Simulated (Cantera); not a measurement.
A freely propagating, adiabatic, planar premixed flame of 24.5 % H2, 15.9 % O2, 59.7 % N2, equivalence ratio 0.77, unburnt at 575 K and 13300 Pa; multicomponent+Soret transport, grid criteria slope 0.08 and curve 0.16, no radiation.

Model: the H2/O2 subset of GRI-Mech 3.0, which has no nitrogen chemistry, integrated in Cantera. Burning velocities carry a grid error of a few per cent, more on coarse grids.

x: mole fraction of selected species; z is measured from the peak of heat release.

```
z (mm)  T (K)  u (m/s)    x H2    x O2       x O   x H2O2       x H     x H2O
------  -----  -------  ------  ------  --------  -------  --------  --------
-18.7     575     4.45   0.245   0.159     <1e-8    <1e-8     <1e-8     <1e-8
-12.5     575     4.45   0.245   0.159     <1e-8    <1e-8     <1e-8     <1e-8
-9.34     575     4.45   0.245   0.159     <1e-8    <1e-8     <1e-8     <1e-8
-6.23     575     4.45   0.245   0.159     <1e-8    <1e-8   1.28e-7   4.50e-8
-3.11     584     4.50   0.241   0.159   7.83e-6  9.49e-7  0.000234  0.000598
-1.56       ?     5.36   0.214   0.157  0.000227  1.29e-6   0.00622    0.0122
0           ?     7.96   0.102   0.114   0.00708  8.57e-7    0.0460     0.101
1.56        ?     9.86  0.0322  0.0647    0.0163  9.99e-7    0.0617     0.184
3.11        ?     10.7  0.0279  0.0579    0.0172  7.35e-7    0.0537     0.196
6.23        ?     11.6  0.0276  0.0544    0.0160  4.26e-7    0.0420     0.205
12.5     1765     12.6  0.0259  0.0511    0.0138  2.19e-7    0.0300     0.215
24.9     1914     13.5  0.0223  0.0479    0.0108  1.17e-7    0.0193     0.226
49.8     2050     14.3  0.0173  0.0452   0.00762  7.29e-8    0.0110     0.239
```

Task: Some entries are withheld; supply them.

Result: 
- -1.56, T (K): 708
- 0, T (K): 1082
- 1.56, T (K): 1352
- 3.11, T (K): 1475
- 6.23, T (K): 1614
